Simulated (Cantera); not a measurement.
# Equilibrium for boron, boron nitride and boron oxide: B + O₂ + H₂

Input: 1 mol B, a varied amount of O₂, 77 mol H₂, held at 2173.15 K and 52000 Pa.

Equilibrium computed with Cantera from the NASA thermochemical tables; the gas is ideal and each condensed phase is pure. Candidate condensed phases: B, B₂O₃, B₃O₃H₃, H₂O; 23 gas species. The tables' values for BH₂ are old estimates; treat these amounts as uncertain. Gases not in the tables: B₂H₆ and higher boranes. Equilibrium is a limit: real reactors are often held back by kinetics, nucleation or transport.

```tsv
n(O₂) (mol)	x H₂	x H₂O	x HBO	x HBO₂	n B(s)
0.24	0.986	5.22e-6	0.00557	3.05e-6	0.427
0.39	0.982	8.33e-6	0.00890	7.82e-6	0.128
0.54	0.980	0.000457	0.0107	0.000518	0
0.69	0.979	0.00236	0.00894	0.00224	0
0.84	0.976	0.00465	0.00749	0.00369	0
0.99	0.974	0.00725	0.00635	0.00490	0
1.1	0.972	0.00932	0.00568	0.00564	0
1.3	0.968	0.0134	0.00471	0.00673	0
1.4	0.966	0.0155	0.00432	0.00718	0
1.6	0.961	0.0199	0.00370	0.00793	0
1.7	0.959	0.0222	0.00344	0.00824	0
```
x: gas mole fraction; n: condensed amount in mol.

From 0.24 mol O₂ to 0.39 mol O₂ the condensed part is B(s). From 0.54 mol O₂ to 1.7 mol O₂ nothing is condensed. The main B-bearing gas is HBO at 0.24 mol O₂ and HBO₂ at 1.7 mol O₂.
